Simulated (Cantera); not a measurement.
An adiabatic, constant-pressure homogeneous reactor starts with CH4 : O2 : N2 = 1 : 5.26 : 19.8 (molar parts), at 1650 K and 9750 Torr. Integrator tolerance rtol = 1e-08.

Computed with Cantera and GRI-Mech 3.0 (53 species, 325 reactions). The pressure lies above the range GRI-Mech 3.0 was tuned for (to about 10 atm).

| quantity | before | after |
|---|---|---|
| time of steepest temperature rise | 33.4 µs | 0.398 ms |
| temperature at 2.00 s | 2395 K | 2354 K |
| equilibrium temperature | 2395 K | 2354 K |
| x(CH4) at 2.00 s | <1e-12 (gas-phase equilibrium <1e-12) | <1e-12 (gas-phase equilibrium <1e-12) |
| x(O2) at 2.00 s | 0.117 (gas-phase equilibrium 0.117) | 0.116 (gas-phase equilibrium 0.116) |
| x(HCO) at 2.00 s | 8.71e-11 (gas-phase equilibrium 8.71e-11) | 1.06e-10 (gas-phase equilibrium 1.06e-10) |
| x(CH2O) at 2.00 s | <1e-12 (gas-phase equilibrium <1e-12) | <1e-12 (gas-phase equilibrium <1e-12) |
| x(CH2) at 2.00 s | <1e-12 (gas-phase equilibrium <1e-12) | <1e-12 (gas-phase equilibrium <1e-12) |
| x(O) at 2.00 s | 0.000807 (gas-phase equilibrium 0.000807) | 0.00285 (gas-phase equilibrium 0.00285) |
| x(CH2CO) at 2.00 s | <1e-12 (gas-phase equilibrium <1e-12) | <1e-12 (gas-phase equilibrium <1e-12) |

### Question
What was changed between the two runs?
A. pressure from 9750 Torr to 495 Torr
B. initial temperature 1650 to 1600 K
C. O2 5.26 to 2.7 parts
D. constant volume in place of constant pressure

### Answer
A, pressure from 9750 Torr to 495 Torr
